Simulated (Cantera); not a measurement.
What does this Cantera script print?

```python
import numpy as np
import cantera as ct

gas_names = [...]  # 95 gases of nasa_gas.yaml made of C, F, H
cond_names = """
    C(gr) C6H6(L) C7H8(L) C8H18(L),n-octa
""".split()


# ... load() reads the species with a 1 bar reference pressure and builds the phases ...
atoms = {
    'CH3F': {'C': 1, 'H': 3, 'F': 1},
    'H2': {'H': 2},
}
top_T = {'C(gr)': 4500}  # K; cautious upper limits of use, not melting points


# ... equilibrate(T, P, feed) seeds the gas with the atoms and calls Mixture.equilibrate('TP', solver="vcs", rtol=1e-11, max_steps=5000) ...
results = []
feed = {'CH3F': 1, 'H2': 0.67}  # mol
P = 10000  # Pa
for T in [1448, 1548, 1648, 1748, 1848, 1948, 2048, 2148, 2248, 2348, 2448, 2548]:
    mix = equilibrate(T, P, feed)
    results.append((T, P, feed, dict(zip(mix.species_names, mix.species_moles))))
    x = sorted(zip(gas.X, gas.species_names), reverse=True)
    print(f"T = {T:g} K  P = {P:g} Pa  gas = {mix.phase_moles(0):.4g} mol")
    print("   x: " + "  ".join(f"{s} {v:.3e}" for v, s in x if v > 1e-06))
    print("   condensed (mol): " + ("  ".join(f"{mix.phase(i).name} {mix.phase_moles(i):.4g}"
          for i in range(1, mix.n_phases) if mix.phase_moles(i) > 1e-12) or "none"))
```

It prints:

```
T = 1448 K  P = 10000 Pa  gas = 2.67 mol
   x: H2 6.253e-01  HF 3.746e-01  CH4 1.304e-04  H 2.305e-05  C2H2,acetylene 2.972e-06
   condensed (mol): C(gr) 0.9996
T = 1548 K  P = 10000 Pa  gas = 2.67 mol
   x: H2 6.253e-01  HF 3.745e-01  CH4 8.021e-05  H 7.700e-05  C2H2,acetylene 9.811e-06
   condensed (mol): C(gr) 0.9997
T = 1648 K  P = 10000 Pa  gas = 2.67 mol
   x: H2 6.252e-01  HF 3.745e-01  H 2.227e-04  CH4 5.236e-05  C2H2,acetylene 2.796e-05
   condensed (mol): C(gr) 0.9997
T = 1748 K  P = 10000 Pa  gas = 2.671 mol
   x: H2 6.249e-01  HF 3.744e-01  H 5.711e-04  C2H2,acetylene 7.056e-05  CH4 3.591e-05
   condensed (mol): C(gr) 0.9995
T = 1848 K  P = 10000 Pa  gas = 2.672 mol
   x: H2 6.242e-01  HF 3.743e-01  H 1.325e-03  C2H2,acetylene 1.607e-04  CH4 2.567e-05  CH3 1.097e-06
   condensed (mol): C(gr) 0.9991
T = 1948 K  P = 10000 Pa  gas = 2.674 mol
   x: H2 6.228e-01  HF 3.740e-01  H 2.820e-03  C2H2,acetylene 3.357e-04  CH4 1.898e-05  CH3 1.713e-06
   condensed (mol): C(gr) 0.9981
T = 2048 K  P = 10000 Pa  gas = 2.677 mol
   x: H2 6.203e-01  HF 3.735e-01  H 5.577e-03  C2H2,acetylene 6.503e-04  CH4 1.442e-05  CH3 2.548e-06  F 1.670e-06
   condensed (mol): C(gr) 0.9965
T = 2148 K  P = 10000 Pa  gas = 2.684 mol
   x: H2 6.159e-01  HF 3.726e-01  H 1.034e-02  C2H2,acetylene 1.179e-03  CH4 1.119e-05  F 4.503e-06  CH3 3.633e-06
   condensed (mol): C(gr) 0.9936
T = 2248 K  P = 10000 Pa  gas = 2.694 mol
   x: H2 6.087e-01  HF 3.711e-01  H 1.813e-02  C2H2,acetylene 2.016e-03  F 1.114e-05  CH4 8.804e-06  CH3 4.976e-06  C4H2 2.728e-06  C2H 2.370e-06
   condensed (mol): C(gr) 0.989
T = 2348 K  P = 10000 Pa  gas = 2.711 mol
   x: H2 5.976e-01  HF 3.688e-01  H 3.019e-02  C2H2,acetylene 3.266e-03  F 2.555e-05  C2H 8.392e-06  C4H2 7.325e-06  CH4 6.977e-06  CH3 6.555e-06  C2H2,vinylidene 1.470e-06
   condensed (mol): C(gr) 0.9821
T = 2448 K  P = 10000 Pa  gas = 2.736 mol
   x: H2 5.814e-01  HF 3.655e-01  H 4.800e-02  C2H2,acetylene 5.028e-03  F 5.491e-05  C2H 2.663e-05  C4H2 1.792e-05  CH3 8.304e-06  CH4 5.527e-06  C2H2,vinylidene 3.274e-06  C3 2.174e-06  CF 1.522e-06  CH2 1.397e-06
   condensed (mol): C(gr) 0.9721
T = 2548 K  P = 10000 Pa  gas = 2.772 mol
   x: H2 5.586e-01  HF 3.607e-01  H 7.310e-02  C2H2,acetylene 7.368e-03  F 1.115e-04  C2H 7.651e-05  C4H2 4.021e-05  C3 1.034e-05  CH3 1.010e-05  C2H2,vinylidene 6.734e-06  CH4 4.338e-06  CF 4.208e-06  C 3.179e-06  CH2 2.775e-06
   condensed (mol): C(gr) 0.9581
```

Cantera equilibrium calculation (NASA polynomials, part measured and part estimated; ideal gas, pure solids and liquids).
